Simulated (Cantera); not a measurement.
Low-pressure radical oxidation in H2/O2

A perfectly stirred reactor is fed with 3.47 % H2, 96.5 % O2, equivalence ratio 0.018, at 24.8 Torr; it is held at 925 K, and followed from long to short residence time.

Detailed kinetics in Cantera: the H2/O2 subset of GRI-Mech 3.0, which has no nitrogen chemistry. Radical loss at walls, strong at low pressure, is not modelled. Below about 950 K walls govern HO2 and H2O2 in real vessels. The temperature is held fixed by assumption; the heat of reaction is taken as removed at once.

```csv
τ (s),x H2,x O2,x H2O,x OH,x H2O2
4.4,0.000261,0.965,0.0351,5.88e-5,1.16e-7
1.8,0.000429,0.964,0.0349,8.49e-5,1.53e-7
0.73,0.000699,0.964,0.0346,0.000125,2.01e-7
0.30,0.00112,0.964,0.0341,0.000186,2.63e-7
0.12,0.00181,0.964,0.0333,0.000280,3.41e-7
0.049,0.00287,0.963,0.0321,0.000419,4.28e-7
0.020,0.00454,0.962,0.0301,0.000616,5.18e-7
0.0080,0.00723,0.961,0.0268,0.000881,5.98e-7
0.0032,0.0115,0.960,0.0217,0.00116,6.39e-7
0.0013,0.0180,0.959,0.0146,0.00128,5.95e-7
```
x: mole fraction; the columns are a selection and need not sum to one.
